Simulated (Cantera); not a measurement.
A perfectly stirred reactor is fed with NO : N2 = 1 : 3.7 (molar parts), at 173 Torr; it is held at 1573 K, and followed from long to short residence time.

Cantera simulation using GRI-Mech 3.0 (53 species, 325 reactions); the numbers are that mechanism's predictions, not measurements.

Task: What does this change do: temperature 1573 to 1725 K?

Result: 
| quantity | before | after |
|---|---|---|
| x(NO) at τ = 13.0 s | 0.207 | 0.184 |
| x(N2) at τ = 13.0 s | 0.790 | 0.802 |
| x(O2) at τ = 13.0 s | 0.00294 | 0.0142 |
| x(NO2) at τ = 13.0 s | 5.96e-5 | 7.06e-5 |
| x(N2O) at τ = 13.0 s | 1.46e-5 | 1.28e-5 |
| x(NO) at τ = 0.210 s | 0.213 | 0.212 |
| x(N2) at τ = 0.210 s | 0.787 | 0.788 |
| x(O2) at τ = 0.210 s | 3.04e-5 | 0.000243 |
| x(NO2) at τ = 0.210 s | 2.67e-5 | 2.88e-5 |
| x(N2O) at τ = 0.210 s | 1.19e-5 | 1.63e-5 |

Task: What does this change do: temperature 1573 to 1975 K?

Result: 
| quantity | before | after |
|---|---|---|
| x(NO) at τ = 13.0 s | 0.207 | 0.0606 |
| x(N2) at τ = 13.0 s | 0.790 | 0.863 |
| x(O2) at τ = 13.0 s | 0.00294 | 0.0759 |
| x(NO2) at τ = 13.0 s | 5.96e-5 | 3.15e-5 |
| x(N2O) at τ = 13.0 s | 1.46e-5 | 1.60e-6 |
| x(NO) at τ = 0.210 s | 0.213 | 0.206 |
| x(N2) at τ = 0.210 s | 0.787 | 0.790 |
| x(O2) at τ = 0.210 s | 3.04e-5 | 0.00317 |
| x(NO2) at τ = 0.210 s | 2.67e-5 | 2.98e-5 |
| x(N2O) at τ = 0.210 s | 1.19e-5 | 1.88e-5 |
